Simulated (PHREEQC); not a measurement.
A solution holds 0.253 mol Cd(NO3)2 per kg of water, at 36 °C. Closed to the air; pH follows from the charge balance.

The numbers come from PHREEQC with the ion-association model, phreeqc.dat.

The pH is 5.17 and the ionic strength comes out as 0.674 mol/kgw. The activity of water comes out as 0.988 and the density is 1.041 g/cm³.

| species | molality | activity | log γ |
|---|---|---|---|
| NO3- | 0.463 | 0.269 | -0.235 |
| Cd+2 | 0.210 | 0.0639 | -0.517 |
| CdNO3+ | 0.0426 | 0.0316 | -0.129 |
| H+ | 9.06e-6 | 6.81e-6 | -0.124 |
| Cd2OH+3 | 6.78e-6 | 4.64e-7 | -1.164 |
| CdOH+ | 2.28e-6 | 1.69e-6 | -0.129 |
| OH- | 5.38e-9 | 3.25e-9 | -0.219 |

Precipitation was switched off in this run. At this temperature some constants are extrapolated from 25 °C, and those without enthalpy data are left unchanged.
